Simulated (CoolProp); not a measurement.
A Linde-Hampson liquefier for nitrogen: isothermal reversible compression at 230 K from 1 atm to 25 MPa, throttling to 1 atm, return gas leaving the recuperator 0 K below the feed. Each further row changes one setting.

Values from CoolProp's reference Helmholtz-energy equation of state, Span 2000.

```
case                        liquid yield per pass  compression work (kJ/kg of gas)
--------------------------  ---------------------  -------------------------------
as stated                                       …                              366
high pressure 50 MPa                            …                                …
warm-end temperature 260 K                      …                                …
warm-end gap 5 K                                …                              366
```

Task: Some entries are withheld; supply them.

Result: 
- as stated, liquid yield per pass: 0.177
- high pressure 50 MPa, liquid yield per pass: 0.183
- high pressure 50 MPa, compression work (kJ/kg of gas): 423
- warm-end temperature 260 K, liquid yield per pass: 0.127
- warm-end temperature 260 K, compression work (kJ/kg of gas): 421
- warm-end gap 5 K, liquid yield per pass: 0.165
